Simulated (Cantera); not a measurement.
## Ignition delay

Mixture: CO : H₂ : O₂ : N₂ : H₂O = 1 : 0.056 : 0.352 : 1.32 : 0.062 (molar parts), equivalence ratio 1.5, at 1.00 bar, adiabatic and at constant volume. Ignition delay is the time to a rise of 400 K.

Model: GRI-Mech 3.0 (53 species, 325 reactions), integrated in Cantera. Where the delays flatten at high temperature, the 400 K rule measures the pace of heat release, not the induction time.

| T0 (K) | delay (ms) |
|---|---|
| 950 | 4.83 |
| 1050 | 0.408 |
| 1150 | 0.168 |
| 1250 | 0.101 |
| 1350 | 0.0726 |
| 1450 | 0.0576 |
| 1550 | 0.0495 |
| 1650 | 0.0455 |
